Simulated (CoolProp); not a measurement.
Water at 472.13 K and 0.905 MPa flows at 0.42 m/s in a round tube of 50 mm bore and 0.25 µm roughness, fully developed (64/Re and Nu = 3.66 if laminar; Colebrook and Gnielinski if turbulent). Each further row changes one setting.

The numbers come from the reference Helmholtz-energy equation of state, Wagner 2002 in CoolProp.

```csv
case,Reynolds number,Darcy friction factor,pressure drop (Pa/m),heat-transfer coefficient (W/(m² K)),mass flow (kg/h)
as stated,[?],0.0359,0.277,[?],[?]
velocity 0.84 m/s,11600,0.0297,0.918,28.9,[?]
diameter 100 mm,11600,0.0297,[?],14.4,[?]
```

Question: What belongs in the gaps?

Answer: 
- as stated, Reynolds number: 5790
- as stated, heat-transfer coefficient (W/(m² K)): 15.7
- as stated, mass flow (kg/h): 13.0
- velocity 0.84 m/s, mass flow (kg/h): 26.0
- diameter 100 mm, pressure drop (Pa/m): 0.115
- diameter 100 mm, mass flow (kg/h): 52.0

Viscosity comes from a separate model (Huber 2009). Thermal conductivity comes from a separate model (Huber 2012).
